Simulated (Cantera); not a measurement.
A perfectly stirred reactor is fed with 1.77 % CH₃OH, 4.86 % O₂, 93.4 % N₂, at 170000 Pa; it is held at 1450 K, and followed from long to short residence time.

Computed with Cantera and GRI-Mech 3.0 (53 species, 325 reactions). GRI-Mech 3.0 was tuned for natural gas; its chemistry of methanol as a main component is partial and can be far from experiment. The temperature is held fixed by assumption; the heat of reaction is taken as removed at once.

Predict: x(CH₃OH) at τ = 0.310 s; x(O₂) at τ = 0.310 s; x(OH) at τ = 0.310 s; x(CH₃OH) at τ = 9.80 ms; x(O₂) at τ = 9.80 ms; x(CH₂) at τ = 9.80 ms; x(OH) at τ = 9.80 ms.


* **x(CH₃OH) at τ = 0.310 s**: 2.43e-6
* **x(O₂) at τ = 0.310 s**: 0.0218
* **x(OH) at τ = 0.310 s**: 0.000118
* **x(CH₃OH) at τ = 9.80 ms**: 1.97e-5
* **x(O₂) at τ = 9.80 ms**: 0.0223
* **x(CH₂) at τ = 9.80 ms**: 2.49e-9
* **x(OH) at τ = 9.80 ms**: 0.000327
